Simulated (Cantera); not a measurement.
**Equilibrium for silicon epitaxy and polysilicon growth: Si2H6 + HCl + H2**

Charge: 1 mol Si2H6, 0.21 mol HCl, 46 mol H2, equilibrated at 1.00 bar.

Equilibrium computed with Cantera from the NASA thermochemical tables; the gas is ideal and each condensed phase is pure. Candidate condensed phases: Si; 19 gas species. The feed counts by its element totals alone. Gases not in the tables: Si2H6 and higher silanes. Rates play no part.

From 700 °C to 1400 °C the condensed part is Si(s). At 1500 °C the condensed part is Si(l). The main Si-bearing gas is SiHCl3 at 700 °C and SiCl2 at 1500 °C.

```
T (°C)   x H2    x HCl  x SiHCl3       x H   x SiCl4  x SiH2Cl2  x SiCl2    x SiH2  n Si(s)  n Si(l)
------  -----  -------  --------  --------  --------  ---------  -------  --------  -------  -------
700     0.997  0.00191  0.000467   1.08e-9  0.000159   0.000144  5.86e-6  4.17e-11     1.96        0
800     0.996  0.00323  0.000194   1.40e-8   5.14e-5    8.55e-5  2.04e-5  6.75e-10     1.98        0
900     0.996  0.00394   4.57e-5   1.18e-7   7.74e-6    3.44e-5  3.54e-5   6.78e-9     1.99        0
1000    0.996  0.00411   9.38e-6   7.12e-7   9.69e-7    1.26e-5  4.39e-5   4.74e-8     2.00        0
1100    0.996  0.00414   2.24e-6   3.32e-6   1.47e-7    5.04e-6  4.96e-5   2.50e-7     2.00        0
1200    0.996  0.00415   6.40e-7   1.26e-5   2.84e-8    2.26e-6  5.43e-5   1.05e-6     2.00        0
1300    0.996  0.00414   2.14e-7   4.06e-5   6.72e-9    1.12e-6  5.84e-5   3.65e-6     2.00        0
1400    0.996  0.00414   8.17e-8  0.000114   1.89e-9    6.08e-7  6.20e-5   1.10e-5     2.00        0
1500    0.995  0.00415   2.98e-8  0.000284  5.31e-10    3.01e-7  5.56e-5   2.46e-5        0     2.00
```
x: gas mole fraction; n: condensed amount in mol.
